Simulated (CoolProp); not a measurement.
The fluid at 298.15 K and 0.497 MPa flows at 2.9 m/s in a round tube of 100 mm bore and 45 µm roughness, fully developed (64/Re and Nu = 3.66 if laminar; Colebrook and Gnielinski if turbulent). The same conditions are run with several fluids, on thermodynamics alone (safety and materials aside).

Values from CoolProp's reference Helmholtz-energy equation of state of each fluid (R152A: Outcalt 1996; ethane: Bücker 2006; R410A: Lemmon 2003; propane: Lemmon 2009; R125: Lemmon 2005). Blends and air are pseudo-pure fits.

```
fluid    Reynolds number  Darcy friction factor  pressure drop (Pa/m)  heat-transfer coefficient (W/(m² K))  mass flow (kg/h)
-------  ---------------  ---------------------  --------------------  ------------------------------------  ----------------
R152A             387000                 0.0176                  11.1                                   118              1230
ethane               ___                 0.0186                  4.91                                  83.3               ___
R410A             348000                 0.0177                  11.6                                  95.9              1280
propane           344000                 0.0177                  7.21                                   ___               792
R125              582000                 0.0172                  18.9                                   ___              2140
```

Problem. Some entries are withheld; supply them.

Solution. 
- ethane, Reynolds number: 192000
- ethane, mass flow (kg/h): 514
- propane, heat-transfer coefficient (W/(m² K)): 122
- R125, heat-transfer coefficient (W/(m² K)): 151

Transport values come from each fluid's own correlations; those of R152A are estimates that may be off by 10 % or more.
